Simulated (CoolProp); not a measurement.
Aqueous calcium chloride as a coolant, 24 % by mass, freezing at -26.4 °C, 1 atm.

The numbers come from the Melinder's fits for secondary coolants in CoolProp.

| T (°C) | viscosity (mPa s) | conductivity (W/(m K)) | cp (kJ/(kg K)) | Prandtl number |
|---|---|---|---|---|
| -20.6 | 7.64 | 0.511 | 2.832 | 42.3 |
| -12.2 | 5.64 | 0.523 | 2.862 | 30.8 |
| -3.7 | 4.30 | 0.536 | 2.891 | 23.2 |
| 4.7 | 3.40 | 0.547 | 2.916 | 18.1 |
| 13.2 | 2.75 | 0.559 | 2.940 | 14.5 |
| 21.6 | 2.28 | 0.571 | 2.962 | 11.8 |
| 30.1 | 1.92 | 0.584 | 2.982 | 9.83 |
| 38.5 | 1.64 | 0.596 | 2.999 | 8.28 |
